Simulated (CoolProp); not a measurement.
A simple Rankine cycle with cyclohexane: condensing at 304.15 K, boiler at 0.108 MPa, turbine inlet 361.2 K, turbine efficiency 0.7, pump efficiency 0.7, no recuperator. Each further row changes one setting.

Computed with CoolProp (reference Helmholtz-energy equation of state, Zhou 2014).

```
case                             thermal efficiency (%)  net work (kJ/kg)  heat in (kJ/kg)  turbine exit temperature (K)  volume ratio over the turbine
-------------------------------  ----------------------  ----------------  ---------------  ----------------------------  -----------------------------
as stated                                           9.1              42.4              467                         330.6                           6.01
turbine inlet 381.2 K                               9.0              45.1              501                         351.2                           6.02
condensing temperature 296.15 K                    10.4              50.1              482                         325.1                           8.45
boiler pressure 0.0756 MPa                          7.4              34.9              469                         336.8                           4.24
turbine efficiency 0.6                              7.8              36.3              467                         334.8                           6.09
```
